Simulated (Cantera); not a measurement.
A closed system holds: 1 mol CH₃F, 0.014 mol F₂, at 2400 K and 0.0150 bar.

Equilibrium computed with Cantera from the NASA thermochemical tables; the gas is ideal and each condensed phase is pure. Candidate condensed phases: C, C₆H₆, C₇H₈, C₈H₁₈; 95 gas species. Kinetics and transport are ignored.

Base state: HF 0.489, H₂ 0.424, H 0.0845, C₂H₂ (acetylene) 0.00295, F 0.000155, C₂H 3.39e-5 (mole fractions); condensed: C(graphite).

Task: What changes in the equilibrium state with this change: F₂ from 0.014 to 0.53 mol?

Result: 
| species | before | after |
|---|---|---|
| HF | 0.489 | 0.793 |
| H₂ | 0.424 | 0.155 |
| H | 0.0845 | 0.0511 |
| C₂H₂ (acetylene) | 0.00295 | 0.00108 |
| F | 0.000155 | 0.000417 |
| C₂H | 3.39e-5 | 2.05e-5 |
| C(graphite), mol | 0.987 | 0.994 |
